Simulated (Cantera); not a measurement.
A closed system holds: 1 mol SiO2, 2.7 mol HF, 0.17 mol O2, held at 1498 K.

Equilibrium computed with Cantera from the NASA thermochemical tables; the gas is ideal and each condensed phase is pure. Candidate condensed phases: H2O, Si, SiO2; 38 gas species. The tables hold silica as quartz up to 1696 K and as liquid above; real silica turns to tridymite and cristobalite and melts near 1996 K. Gases not in the tables: Si(OH)4. Rates play no part.

Problem. At 0.240 bar, list the 5 most abundant gas species with their mole fractions, and the condensed phases.

Solution. HF 0.668, H2O 0.178, SiF4 0.0890, O2 0.0645, OH 0.000109. Condensed: SiO2(β-quartz).
